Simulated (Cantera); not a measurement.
## Gas activation for diamond growth

An isothermal, constant-pressure homogeneous reactor starts with CH₄ : H₂ : O₂ : H₂O = 0.0044 : 1 : 0.014 : 0.0012 (molar parts), equivalence ratio 36, at 2675 K and 0.0110 bar.

Detailed kinetics in Cantera: GRI-Mech 3.0 (53 species, 325 reactions). Radical loss at walls, strong at low pressure, is not modelled.

```tsv
t (s)	x CH₄	x H₂	x O₂	x CH₃	x CO	x C₂H₆
0.000600	0.00251	0.939	0.00129	0.00141	0.000146	4.98e-8
0.00135	0.00182	0.931	1.16e-6	0.00127	0.000350	3.31e-8
0.00303	0.000987	0.925	1.13e-7	0.000817	0.000779	1.15e-8
0.00680	0.000356	0.918	1.53e-7	0.000352	0.00161	1.76e-9
0.0153	0.000112	0.908	2.03e-7	0.000135	0.00291	2.05e-10
0.0343	1.01e-5	0.892	3.07e-7	1.57e-5	0.00403	2.06e-12
0.0771	1.17e-10	0.860	6.45e-7	2.67e-10	0.00407	<1e-12
0.173	<1e-12	0.798	1.73e-6	2.65e-12	0.00394	<1e-12
0.389	<1e-12	0.706	4.72e-6	<1e-12	0.00373	<1e-12
0.874	<1e-12	0.624	9.33e-6	<1e-12	0.00355	<1e-12
1.96	<1e-12	0.596	1.15e-5	<1e-12	0.00349	<1e-12
4.41	<1e-12	0.594	1.16e-5	<1e-12	0.00348	<1e-12
9.91	<1e-12	0.594	1.16e-5	<1e-12	0.00348	<1e-12
22.3	<1e-12	0.594	1.16e-5	<1e-12	0.00348	<1e-12
50.0	<1e-12	0.594	1.16e-5	<1e-12	0.00348	<1e-12
```
x: mole fraction; the columns are a selection and need not sum to one.

Equilibrium at this temperature and pressure: CH₄ <1e-12, H₂ 0.594, O₂ 1.16e-5, CH₃ <1e-12, CO 0.00348, C₂H₆ <1e-12 (gas phase only).
